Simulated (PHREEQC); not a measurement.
**City or well water (model solution)**

Synthetic water in mg/L, 25 °C, pH 6.44, pe 11:

```csv
constituent,mg/L
Na,52.9
K,0.616
Ca,16.3
Mg,14.7
Cl,20.3
S(6) as SO4,35.7
Alkalinity as HCO3,190
Zn,8.12
Pb,0.507
Br,0.199
```

Valence states are taken as typed.

Computed with PHREEQC (ion-association model, phreeqc.dat).

No solid was allowed to form.

### Question
Estimate the specific conductance, charge-balance error.

### Answer
specific conductance 430 µS/cm; charge-balance error 1.8 %.

### Question
In which forms is Pb present?

### Answer
PbCO3 61 %, PbHCO3+ 23 %, Pb+2 13 %, PbSO4 1.3 %, PbOH+ 0.6 % of the Pb.

Saturation is exceeded, for instance for Cerussite; the values hold only as long as no solid forms. Species that the database lacks are ignored. The database's zinc carbonate complexes are estimates, stronger than later reviews accept.
